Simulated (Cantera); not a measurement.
A closed system holds: 1 mol CH3SiCl3, 0.0053 mol C2H2, 26 mol H2, 2.1 mol CH4, equilibrated at 2075 K and 1.80 mbar.

Equilibrium computed with Cantera from the NASA thermochemical tables; the gas is ideal and each condensed phase is pure. Candidate condensed phases: C, C6H6, C7H8, C8H18, Si, SiC; 109 gas species. The feed counts by its element totals alone. The tables' values for SiCl are old estimates; treat these amounts as uncertain. Kinetics and transport are ignored.

Base state: H2 0.851, HCl 0.0804, H 0.0579, Si 0.00405, Cl 0.00404, SiCl2 0.00120, C2H2 (acetylene) 0.00106, SiCl 0.000315 (mole fractions); condensed: C(graphite) + SiC(s).

### Question
What changes in the equilibrium state with this change: pressure from 1.80 mbar to 31.0 mbar?

### Answer
| species | before | after |
|---|---|---|
| H2 | 0.851 | 0.896 |
| HCl | 0.0804 | 0.0859 |
| H | 0.0579 | 0.0143 |
| SiCl2 | 0.00120 | 0.00130 |
| Si2C | 0.000151 | 8.75e-6 |
| Si | 0.00405 | 0.000235 |
| SiC2 | 0.000235 | 1.36e-5 |
| SiH | 9.08e-5 | 2.25e-5 |
| SiCl | 0.000315 | 7.89e-5 |
| C(graphite), mol | 2.23 | 2.09 |
| SiC(s), mol | 0.786 | 0.944 |
Gases not in the tables: Si2H6 and higher silanes.
